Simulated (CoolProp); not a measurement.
Properties of hexamethyldisiloxane (MM) at several states.

Values from CoolProp's reference Helmholtz-energy equation of state, Thol 2016.

```tsv
T (K)	p (kPa)	phase	cv (kJ/(kg K))	isothermal compressibility (1/MPa)
288.5	10600	liquid	___	___
503.9	1340	gas	___	___
427.8	231	gas	___	4.803
396.9	148	gas	1.724	___
504.2	50.6	gas	___	19.97
```

Problem. Fill in the missing entries.

Solution. 
- 288.5, cv (kJ/(kg K)): 1.519
- 288.5, isothermal compressibility (1/MPa): 0.001573
- 503.9, cv (kJ/(kg K)): 2.051
- 503.9, isothermal compressibility (1/MPa): 1.459
- 427.8, cv (kJ/(kg K)): 1.808
- 396.9, isothermal compressibility (1/MPa): 7.351
- 504.2, cv (kJ/(kg K)): 1.975
